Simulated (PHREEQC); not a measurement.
A PHREEQC input (ion-association model, phreeqc.dat):

```
SOLUTION 1
  temp 51
  units mg/kgw
  pH 7.83
  pe 8.4
  Na 514
  K 144
  Ca 92.1
  Mg 45.4
  Cl 133
  S(6) 1100 as S
  Alkalinity 548 as HCO3
  Si 12.7 as SiO2
  Pb 0.739
END
USE solution 1
EQUILIBRIUM_PHASES 1
  Chalcedony 0 0
  Gypsum 0 0
  CO2(g) -3.4 10
END
```

The run finishes without an error or a warning.

Its last state differs from that of the intended input:

```csv
quantity,as run,intended
ionic strength (mol/kgw),0.0833,0.0417
SO4-2 (mol/kgw),0.0305,0.00943
Ca+2 (mol/kgw),0.000962,0.00116
Mg+2 (mol/kgw),0.000576,0.000849
MgSO4 (mol/kgw),0.00116,0.000791
SI of Quartz (SiO2),-0.20,-0.19
SI of Cerussite (PbCO3),-0.33,-0.27
```

**Question.** One thing in the input isn't as intended. What explains the difference?

**Answer.** Several could match; the one computed here: The fault: sulfate typed 'as S' though the number is for SO4. The line should read `as SO4` where the input has `as S`.
